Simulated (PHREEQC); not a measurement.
## Nickel, zinc or cadmium bath: speciation

Dissolve 22 mmol/kgw Ni(NO3)2, 18 mmol/kgw H3BO3 and 1 mmol/kgw HCl at 25 °C. Closed to the air; pH follows from the charge balance.

The numbers come from PHREEQC with the ion-association model, wateq4f.dat.

The pH is 3.08 and the ionic strength is 0.0670 mol/kgw. The total alkalinity is -1.00 meq/kg.

```json
[
 {"species": "NO3-", "molality": "0.0440", "activity": "0.0345", "log γ": "-0.105"},
 {"species": "Ni+2", "molality": "0.0220", "activity": "0.00920", "log γ": "-0.378"},
 {"species": "H3BO3", "molality": "0.0180", "activity": "0.0183", "log γ": "0.007"},
 {"species": "H+", "molality": "0.00100", "activity": "0.000842", "log γ": "-0.075"},
 {"species": "Cl-", "molality": "0.000978", "activity": "0.000775", "log γ": "-0.101"},
 {"species": "NiCl+", "molality": "2.23e-5", "activity": "1.79e-5", "log γ": "-0.095"}
]
```

No solid was allowed to form.
